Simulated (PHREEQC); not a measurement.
3.1 g of hydrous ferric oxide (600 m²/g; 0.2 weak and 0.005 strong sites per Fe, Dzombak-Morel constants, diffuse double layer) in 1 kg of water with 0.01 mol/kgw of an inert sodium salt and 0.0013 mol H3BO3, at 25 °C; the pH is set by adding NaOH or the inert anion's acid. O2 is buffered at 0.21 atm. CO2 from the air is kept out. No solid was allowed to form.

Base run: PHREEQC, ion-association model, wateq4f.dat. Each further column changes one thing. The table gives surface charge σ (C/m²).

| pH | base | background salt from 0.01 to 0.001 mol/kgw | oxide from 3.1 to 16 g/kgw |
|---|---|---|---|
| 4 | 0.225 | 0.150 | 0.257 |
| 4.5 | 0.166 | … | 0.191 |
| 5 | 0.117 | 0.060 | 0.132 |
| 5.5 | 0.078 | 0.035 | … |
| 6 | 0.050 | 0.020 | 0.054 |
| 6.5 | 0.031 | 0.011 | 0.032 |
| 7.5 | 0.008 | 0.003 | 0.008 |
| 8 | 0.001 | 0.000 | 0.001 |
| 8.5 | -0.005 | … | -0.005 |
| 9 | -0.013 | -0.005 | -0.014 |
| 9.5 | -0.025 | -0.012 | -0.026 |
| 10 | -0.043 | -0.022 | -0.045 |

Task: Complete the blanks.

Result: 
- 4.5, background salt from 0.01 to 0.001 mol/kgw: 0.097
- 5.5, oxide from 3.1 to 16 g/kgw: 0.087
- 8.5, background salt from 0.01 to 0.001 mol/kgw: -0.002
